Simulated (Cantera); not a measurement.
A closed system holds: 1 mol Si3N4, a varied amount of Cl2, 67 mol H2, held at 15.0 mbar.

Equilibrium computed with Cantera from the NASA thermochemical tables; the gas is ideal and each condensed phase is pure. Candidate condensed phases: NH4Cl, Si, Si3N4; 28 gas species. The tables' values for SiCl3 are old estimates. Equilibrium is a limit: real reactors are often held back by kinetics, nucleation or transport.

Problem. What condenses at these points (T in K, n(Cl2) in mol): (1175, 14); (1125, 37); (1225, 14); (1425, 30); (1225, 41)?

Solution. 
```tsv
T (K)	n(Cl2) in mol	condensed phases	Si condensed (%)
1175	14	Si3N4	59.1
1125	37	gas only	0.0
1225	14	Si3N4	58.2
1425	30	gas only	0.0
1225	41	gas only	0.0
```
